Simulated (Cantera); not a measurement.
Charge: 1 mol SiHCl3, 0.2 mol Cl2, 23 mol N2, at 1375 K and 4.30 mbar.

Method: chemical equilibrium by Gibbs-energy minimisation in Cantera with the NASA 1993 tables (ideal gas, pure condensed phases). Candidate condensed phases: NH4Cl, Si, Si3N4; 28 gas species. N2 is the only nitrogen source here; it is nearly inert below about 1500 K, so the nitride shown seldom forms there in practice. The tables' values for SiCl3 are old estimates; treat these amounts as uncertain. Kinetics and transport are ignored.

Base state: N2 0.925, HCl 0.0368, SiCl2 0.0192, SiCl4 0.0105, SiCl3 0.00662, H2 0.00176, Cl 3.79e-5, SiHCl3 3.21e-5 (mole fractions); condensed: Si3N4(s).

Task: What changes in the equilibrium state with this change: SiHCl3 replaced by Si3H8?

Result: 
```
species         before    after
-------------  -------  -------
N2               0.925    0.833
H2             0.00176    0.151
HCl             0.0368   0.0158
SiCl4           0.0105  5.22e-8
SiCl2           0.0192  4.43e-5
SiCl3          0.00662  7.09e-7
SiHCl3         3.21e-5  3.18e-8
Cl             3.79e-5  1.76e-6
H              2.19e-6  2.03e-5
Si3N4(s), mol   0.0330    1.000
```
The feed counts by its element totals alone.

Task: What changes in the equilibrium state with this change: temperature from 1375 K to 1175 K?

Result: 
```csv
species,before,after
N2,0.925,0.935
HCl,0.0368,0.0379
SiCl4,0.0105,0.0244
SiCl2,0.0192,0.000459
Cl,3.79e-5,1.57e-6
SiCl3,0.00662,0.00107
SiHCl3,3.21e-5,2.36e-5
H2,0.00176,0.00156
"Si3N4(s), mol",0.0330,0.123
```
